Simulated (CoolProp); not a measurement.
Vapour-liquid equilibrium of isohexane (1) + n-hexane (2) at 1.25 MPa; x and y are mole fractions of (1).

Values from CoolProp's multi-fluid Helmholtz-energy mixture model, Lemmon 2006 and Thol 2019; pair parameters Bell 2016.

### Question
Give the bubble temperature and the first vapour's composition at x = 0.05, 0.5, 0.65. Is there an azeotrope?

### Answer
x = 0.05: 450.2 K, y = 0.056; x = 0.5: 445.5 K, y = 0.528; x = 0.65: 444.1 K, y = 0.674. No azeotrope shows between x = 0.05 and 0.95.

The pair parameters rest on a limited set of measurements; away from them the model extrapolates.
